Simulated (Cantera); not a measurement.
Charge: 1 mol MgO, 14 mol CO, 2.1 mol H2, at 1100 K and 1.20 bar.

Equilibrium computed with Cantera from the NASA thermochemical tables; the gas is ideal and each condensed phase is pure. Candidate condensed phases: C, C6H6, C7H8, C8H18, H2O, Mg, MgCO3, MgO, Mg(OH)2; 116 gas species. Equilibrium is a limit: real reactors are often held back by kinetics, nucleation or transport.

Base state: CO 0.793, H2 0.128, CO2 0.0667, H2O 0.0109, CH4 0.000709 (mole fractions); condensed: C(graphite) + MgO(s).

**Question.** What changes in the equilibrium state with this change: temperature from 1100 K to 1075 K?

**Answer.** 
```tsv
species	before	after
CO	0.793	0.761
H2	0.128	0.128
CO2	0.0667	0.0946
H2O	0.0109	0.0148
CH4	0.000709	0.000890
C(graphite), mol	1.15	1.57
MgO(s), mol	1.00	1.00
```
